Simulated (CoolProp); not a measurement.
Vapour-liquid equilibrium of hydrogen chloride (1) + n-butane (2) at -68.05 °C; x and y are mole fractions of (1).

Computed with CoolProp (multi-fluid Helmholtz-energy mixture model, Thol 2018 and Bücker 2006; pair parameters Bell 2016).

```
x     bubble pressure (MPa)  y at the bubble point  dew pressure at overall composition x (MPa)  liquid density (mol/L)
----  ---------------------  ---------------------  -------------------------------------------  ----------------------
0.05                0.03823                  0.928                                     0.003000                   11.93
0.2                  0.1278                  0.980                                     0.003561                   13.32
0.35                 0.1766                  0.987                                     0.004381                   15.03
0.5                  0.1945                  0.989                                     0.005689                   17.15
0.65                 0.2010                  0.989                                     0.008112                   19.91
0.8                  0.2106                  0.991                                      0.01413                   23.64
0.95                 0.2320                  0.997                                      0.05462                   28.99
```

No azeotrope shows between x = 0.05 and 0.95.

The pair parameters rest on a limited set of measurements; away from them the model extrapolates. With so large a gap from Raoult's law the liquid may split in two, which this calculation doesn't test in full.
